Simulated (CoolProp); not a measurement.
Vapour-liquid equilibrium of isobutene (1) + acetone (2) at 381.4 K; x and y are mole fractions of (1).

Model: multi-fluid Helmholtz-energy mixture model, Lemmon 2005 and Lemmon 2006; pair parameters Bell 2016, in CoolProp.

```
x     bubble pressure (kPa)  y at the bubble point  dew pressure at overall composition x (kPa)  liquid density (mol/L)
----  ---------------------  ---------------------  -------------------------------------------  ----------------------
0.05                  604.3             (withheld)                                        481.6                   11.56
0.2              (withheld)                  0.570                                        568.5                   10.96
0.35                   1293                  0.696                                        690.2              (withheld)
0.5                    1525                  0.769                                        872.8                   9.785
0.65                   1719                  0.826                                         1168                   9.215
0.8                    1901                  0.888                                         1631                   8.682
0.95                   2080                  0.967                                         2047                   8.218
```

Problem. Complete the blanks.

Solution. 
- 0.05, y at the bubble point: 0.250
- 0.2, bubble pressure (kPa): 991.9
- 0.35, liquid density (mol/L): 10.37

No azeotrope shows between x = 0.05 and 0.95.

The pair parameters rest on a limited set of measurements; away from them the model extrapolates.
